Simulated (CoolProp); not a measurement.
Properties of carbon dioxide along the isotherm 308.2 K (Tc = 304.1 K, pc = 7377 kPa, ω = 0.224).

Model: reference Helmholtz-energy equation of state, Span 1996, in CoolProp.

| p (kPa) | phase | cp (kJ/(kg K)) | cv (kJ/(kg K)) | isothermal compressibility (1/MPa) | expansivity (1/kK) | conductivity (mW/(m K)) | fugacity coefficient |
|---|---|---|---|---|---|---|---|
| 263 | gas | 0.8705 | 0.6710 | 3.848 | 3.374 | 17.5 | 0.9883 |
| 527 | gas | 0.8878 | 0.6768 | 1.945 | 3.513 | 17.6 | 0.9767 |
| 790 | gas | 0.9061 | 0.6828 | 1.314 | 3.661 | 17.8 | 0.9651 |
| 1050 | gas | 0.9254 | 0.6888 | 1.002 | 3.818 | 18.0 | 0.9537 |
| 1320 | gas | 0.9468 | 0.6953 | 0.8091 | 3.993 | 18.2 | 0.9419 |
| 1580 | gas | 0.9689 | 0.7018 | 0.6861 | 4.174 | 18.4 | 0.9305 |
| 1840 | gas | 0.9926 | 0.7085 | 0.5985 | 4.370 | 18.6 | 0.9193 |
| 2110 | gas | 1.019 | 0.7157 | 0.5310 | 4.590 | 18.8 | 0.9076 |
| 2370 | gas | 1.047 | 0.7229 | 0.4811 | 4.821 | 19.1 | 0.8963 |
| 2630 | gas | 1.077 | 0.7304 | 0.4417 | 5.073 | 19.3 | 0.8852 |
| 2900 | gas | 1.111 | 0.7385 | 0.4089 | 5.360 | 19.6 | 0.8736 |
| 3160 | gas | 1.147 | 0.7467 | 0.3833 | 5.664 | 19.9 | 0.8624 |
| 3430 | gas | 1.189 | 0.7556 | 0.3615 | 6.014 | 20.3 | 0.8509 |
| 3690 | gas | 1.233 | 0.7647 | 0.3443 | 6.390 | 20.7 | 0.8398 |

Thermal conductivity comes from a separate model (Huber 2016).
